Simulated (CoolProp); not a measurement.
Vapour-liquid equilibrium of toluene (1) + m-xylene (2) at 0.188 bar; x and y are mole fractions of (1).

Model: multi-fluid Helmholtz-energy mixture model, Lemmon 2006 and Zhou 2012; pair parameters Bell 2016, in CoolProp.

```csv
x,bubble temperature (°C),y at the bubble point,dew temperature at overall composition x (°C),liquid density (mol/L)
0.05,83.6,0.122,…,7.661
0.15,79.6,0.325,83.1,7.797
0.25,76.1,0.481,81.2,7.933
0.35,73.0,0.602,79.1,8.069
0.45,70.3,…,76.8,8.205
0.55,68.0,0.770,…,8.342
0.65,66.0,0.832,71.6,8.481
0.75,64.2,0.885,68.6,8.622
0.85,62.6,0.933,65.4,8.768
0.95,61.1,…,62.0,…
```

Question: Some entries are withheld; supply them.

Answer: 
- 0.05, dew temperature at overall composition x (°C): 84.9
- 0.45, y at the bubble point: 0.696
- 0.55, dew temperature at overall composition x (°C): 74.4
- 0.95, y at the bubble point: 0.978
- 0.95, liquid density (mol/L): 8.918

No azeotrope shows between x = 0.05 and 0.95.

The pair parameters rest on a limited set of measurements; away from them the model extrapolates.
